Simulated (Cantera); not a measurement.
Feed: 1 mol SiO2, 3.3 mol HCl, 18 mol O2, held at 1352 °C and 0.0100 bar.

Equilibrium computed with Cantera from the NASA thermochemical tables; the gas is ideal and each condensed phase is pure. Candidate condensed phases: H2O, Si, SiO2; 30 gas species. The tables hold silica as quartz up to 1696 K and as liquid above; real silica turns to tridymite and cristobalite and melts near 1996 K. Rates play no part.

Base state: O2 0.825, HCl 0.109, Cl 0.0417, H2O 0.0218, Cl2 0.00108, OH 0.000444, O 0.000177, ClO 8.04e-5 (mole fractions); condensed: SiO2(β-quartz).

**Question.** What changes in the equilibrium state with this change: HCl from 3.3 to 24 mol?

**Answer.** 
```tsv
species	before	after
HCl	0.109	0.455
O2	0.825	0.393
Cl	0.0417	0.0934
H2O	0.0218	0.0519
Cl2	0.00108	0.00540
ClO	8.04e-5	0.000124
O	0.000177	0.000122
SiO2(β-quartz), mol	1.00	1.00
```
